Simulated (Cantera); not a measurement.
What does this Cantera script print?

```python
import numpy as np
import cantera as ct

gas_names = """
    C CH CH2 CH3 CH2OH CH3O CH4 CH3OH CO CO2 COOH C2 C2H CHCO,ketyl C2H2,acetylene C2H2,vinylidene
    CH2CO,ketene C2H3,vinyl CH3CO,acetyl C2H4 C2H4O,ethylen CH3CHO,ethanal CH3COOH (HCOOH)2 C2H5 C2H6
    CH3OCH3 C2H5OH C2O C3 C3H3,propargyl C3H4,allene C3H4,propyne C3H4,cyclo- C3H5,allyl C3H6,propylene
    C3H6,cyclo- C3H6O C3H7,n-propyl C3H7,i-propyl C3H8 C3H8O,1propanol C3H8O,2propanol C3O2 C4 C4H2
    C4H4,1,3-cyclo- C4H6,butadiene C4H6,2-butyne C4H6,cyclo- C4H8,1-butene C4H8,cis2-buten
    C4H8,tr2-butene C4H8,isobutene C4H8,cyclo- (CH3COOH)2 C4H9,n-butyl C4H9,i-butyl C4H9,s-butyl
    C4H9,t-butyl C4H10,isobutane C4H10,n-butane C5 C5H6,1,3cyclo- C5H8,cyclo- C5H10,1-pentene
    C5H10,cyclo- C5H11,pentyl C5H11,t-pentyl C5H12,n-pentane C5H12,i-pentane CH3C(CH3)2CH3 C6H2
    C6H5,phenyl C6H5O,phenoxy C6H6 C6H5OH,phenol C6H10,cyclo- C6H12,1-hexene C6H12,cyclo- C6H13,n-hexyl
    C7H7,benzyl C7H8 C7H8O,cresol C7H14,1-heptene C7H15,n-heptyl C7H16,n-heptane C8H8,styrene
    C8H10,ethylbenz C8H16,1-octene C8H17,n-octyl C8H18,isooctane C8H18,n-octane C9H19,n-nonyl
    C10H8,naphthale C10H21,n-decyl C12H9,o-bipheny C12H10,bipheny Fe FeC5O5 FeO Fe(OH)2 H HCO HO2 H2
    HCHO,formaldehy HCOOH H2O H2O2 O OH O2 O3
""".split()
cond_names = """
    C(gr) C6H6(L) C7H8(L) C8H18(L),n-octa Fe(a) Fe(c) Fe(d) Fe(L) FeC5O5(L) FeO(s) FeO(L) Fe(OH)2(s)
    Fe(OH)3(s) Fe2O3(s) Fe3O4(s) H2O(s) H2O(L)
""".split()


def load(file, names, dense=False):
    # The tables refer to 1 bar. Condensed volumes are neglected.
    table = {s.name: s for s in ct.Species.list_from_file(file)}
    out = []
    for n in names:
        d = dict(table[n].input_data)
        d["thermo"] = dict(d["thermo"], **{"reference-pressure": 1e5})
        if dense:
            d["equation-of-state"] = {"model": "constant-volume", "density": "1e6 g/cm^3"}
        out.append(ct.Species.from_dict(d))
    return out


gas = ct.Solution(thermo="ideal-gas", species=load("nasa_gas.yaml", gas_names))
cond = {s.name: ct.Solution(thermo="fixed-stoichiometry", species=[s], name=s.name)
        for s in load("nasa_condensed.yaml", cond_names, dense=True)}
atoms = {
    'Fe': {'Fe': 1},
    'CO2': {'C': 1, 'O': 2},
    'H2': {'H': 2},
}
top_T = {'C(gr)': 4500, 'Fe2O3(s)': 1830, 'Fe3O4(s)': 1870}  # K; cautious upper limits of use, not melting points


def equilibrate(T, P, feed):
    n = {}
    for name, mol in feed.items():
        for a, k in atoms[name].items():
            n[a] = n.get(a, 0.0) + k * mol
    gas.TPX = T, P, n
    mass = sum(n.values()) * gas.mean_molecular_weight
    gas.equilibrate("TP")
    valid = [c for c in cond.values() if c.min_temp <= T <= top_T.get(c.name, c.max_temp)]
    mix = ct.Mixture([(gas, mass / gas.mean_molecular_weight)] + [(c, 0.0) for c in valid])
    mix.T, mix.P = T, P
    mix.equilibrate("TP", solver="vcs", rtol=1e-11, max_steps=5000)
    return mix


results = []
feed = {'Fe': 1, 'CO2': 0.48, 'H2': 55}  # mol
P = 10000  # Pa
for T in [1325, 1375, 1425, 1475, 1525, 1575, 1625, 1675, 1725, 1775, 1825, 1875]:
    mix = equilibrate(T, P, feed)
    results.append((T, P, feed, dict(zip(mix.species_names, mix.species_moles))))

top = {s: max(r[3][s] / sum(r[3][g] for g in gas_names) for r in results) for s in gas_names}
cols = sorted((s for s in top if top[s] > 0.0001), key=lambda s: -top[s])[:5]
seen = [c for c in cond_names if any(r[3].get(c, 0) > 1e-12 for r in results)]
print("log10 of partial pressures in bar; condensed amounts in mol")
print(f"{'T/K':>10s}" + "".join(f"{s[:9]:>10s}" for s in cols + seen))
for T, P, feed, n in results:
    ng = sum(n[g] for g in gas_names)
    print(f"{T:10.4g}" + "".join(f"{np.log10(max(n[s] / ng * P / 1e5, 1e-99)):10.3f}" for s in cols)
          + "".join(f"{n.get(c, 0):10.4g}" for c in seen))
```

It prints:

```
log10 of partial pressures in bar; condensed amounts in mol
       T/K        H2        CO       H2O         H        Fe     Fe(c)     Fe(d)     Fe(L)
      1325    -1.008    -3.065    -3.065    -6.290    -8.659         1         0         0
      1375    -1.008    -3.065    -3.065    -5.969    -8.086         1         0         0
      1425    -1.008    -3.065    -3.065    -5.670    -7.554         1         0         0
      1475    -1.008    -3.064    -3.064    -5.391    -7.059         1         0         0
      1525    -1.008    -3.064    -3.064    -5.130    -6.597    0.9999         0         0
      1575    -1.008    -3.064    -3.064    -4.885    -6.165    0.9996         0         0
      1625    -1.008    -3.064    -3.064    -4.655    -5.761     0.999         0         0
      1675    -1.008    -3.064    -3.064    -4.439    -5.382         0    0.9977         0
      1725    -1.008    -3.064    -3.064    -4.235    -5.026         0    0.9948         0
      1775    -1.008    -3.064    -3.064    -4.042    -4.691         0    0.9887         0
      1825    -1.008    -3.064    -3.064    -3.860    -4.378         0         0    0.9768
      1875    -1.009    -3.065    -3.065    -3.688    -4.091         0         0    0.9549
```

Equilibrium computed with Cantera from the NASA thermochemical tables; the gas is ideal and each condensed phase is pure.
